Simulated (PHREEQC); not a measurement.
0.78 g of hydrous ferric oxide (600 m²/g; 0.2 weak and 0.005 strong sites per Fe, Dzombak-Morel constants, diffuse double layer) in 1 kg of water with 0.01 mol/kgw of an inert sodium salt and 0.00035 mol/kgw SrCl2, at 25 °C; the pH is set by adding NaOH or the inert anion's acid. Oxygen alone is held at its pressure in air (log pO2 = -0.68). No CO2 enters from the air. Precipitation was switched off in this run.

Base run: PHREEQC, ion-association model, wateq4f.dat. Each further column changes one thing. The table gives surface charge σ (C/m²).

```tsv
pH	base	background salt from 0.01 to 0.001 mol/kgw	oxide from 0.78 to 3.9 g/kgw	0.0069 mol/kgw MgCl2 added
3	0.329	___	0.336	0.351
4	0.223	0.150	0.232	0.274
5	0.118	0.068	0.121	0.160
6	0.052	0.026	0.053	0.076
7	0.018	0.008	0.018	0.032
8	0.003	___	0.002	0.025
9	-0.009	___	-0.011	0.025
```

Problem. What belongs in the gaps?

Solution. 
- 3, background salt from 0.01 to 0.001 mol/kgw: 0.281
- 8, background salt from 0.01 to 0.001 mol/kgw: 0.001
- 9, background salt from 0.01 to 0.001 mol/kgw: -0.004

The oxide is taken as insoluble; below pH 4 it would dissolve.
